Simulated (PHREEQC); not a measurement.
Dissolve 0.0031 mol/kgw NH4HF2 and 7.9e-06 mol/kgw H4SiO4 at 25 °C. Closed to the air; pH follows from the charge balance.

Model: ion-association model, phreeqc.dat, run in PHREEQC.

```
Quantity                       Result
--------------------  ---------------
pH                               3.30
ionic strength        0.00364 mol/kgw
specific conductance        585 µS/cm
total alkalinity         -3.10 meq/kg
```

```tsv
species	molality	activity	log γ
F-	0.00358	0.00335	-0.029
NH4+	0.00310	0.00290	-0.029
HF	0.00250	0.00251	0.000
H+	0.000530	0.000499	-0.026
HF2-	3.44e-5	3.22e-5	-0.028
SiF6-2	7.85e-6	6.07e-6	-0.112
H4SiO4	4.57e-8	4.58e-8	0.000
NH3	3.31e-9	3.31e-9	0.000
```

This is a speciation only: nothing precipitates in the calculation. SiF6-2 is the database's only silicon fluoride.
